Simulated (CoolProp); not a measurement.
Vapour-liquid equilibrium of ethylbenzene (1) + m-xylene (2) at 46.95 °C; x and y are mole fractions of (1).

Model: multi-fluid Helmholtz-energy mixture model, Zhou 2012 and Zhou 2012; pair parameters Bell 2016, in CoolProp.

```csv
x,"bubble pressure, mixture model (kPa)","bubble pressure, Raoult's law (kPa)","y, mixture model","y, Raoult's law"
0.05,3.620,3.614,0.058,0.056
0.125,3.663,3.649,0.142,0.139
0.2,3.704,3.684,0.224,0.220
0.275,3.744,3.719,0.303,0.300
0.35,3.783,3.754,0.381,0.378
0.425,3.820,3.789,0.456,0.455
0.5,3.855,3.824,0.531,0.531
0.575,3.890,3.859,0.604,0.605
0.65,3.923,3.894,0.675,0.677
0.725,3.954,3.929,0.746,0.749
0.8,3.984,3.964,0.816,0.819
0.875,4.013,3.999,0.885,0.888
0.95,4.040,4.034,0.954,0.955
```

The largest gap from Raoult's law is +0.8 % in bubble pressure, at x = 0.5. No azeotrope shows between x = 0.05 and 0.95.

The pair parameters rest on a limited set of measurements; away from them the model extrapolates.
